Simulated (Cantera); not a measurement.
Pyrogenic steam for wet oxidation

An isothermal, constant-pressure homogeneous reactor starts with 37.7 % H2, 37.7 % O2, 24.5 % N2, equivalence ratio 0.50, at 823 K and 0.133 bar.

Computed with Cantera and GRI-Mech 3.0 (53 species, 325 reactions). Radical loss at walls, strong at low pressure, is not modelled. Below about 950 K walls govern HO2 and H2O2 in real vessels. The temperature is held fixed by assumption; the heat of reaction is taken as removed at once.

```csv
t (s),x H2,x O2,x H2O2,x NO2,x H
0.000700,0.377,0.377,<1e-12,<1e-12,5.71e-11
0.00154,0.377,0.377,1.96e-12,<1e-12,5.52e-10
0.00337,0.377,0.377,2.60e-10,<1e-12,5.76e-8
0.00741,0.252,0.329,2.58e-6,1.24e-11,0.00203
0.0163,0.227,0.320,6.89e-5,7.73e-9,1.30e-8
0.0357,0.227,0.320,8.35e-5,8.33e-9,6.99e-9
0.0784,0.227,0.320,8.89e-5,8.31e-9,5.82e-9
0.172,0.227,0.320,9.33e-5,8.25e-9,5.77e-9
0.378,0.227,0.320,0.000102,8.23e-9,6.21e-9
0.830,0.227,0.320,0.000121,8.21e-9,7.29e-9
1.82,0.227,0.320,0.000173,8.16e-9,1.01e-8
4.00,0.226,0.319,0.000335,8.05e-9,1.87e-8
```
x: mole fraction; the columns are a selection and need not sum to one.

Equilibrium at this temperature and pressure: H2 <1e-12, O2 0.233, H2O2 1.48e-11, NO2 1.78e-7, H <1e-12 (gas phase only).
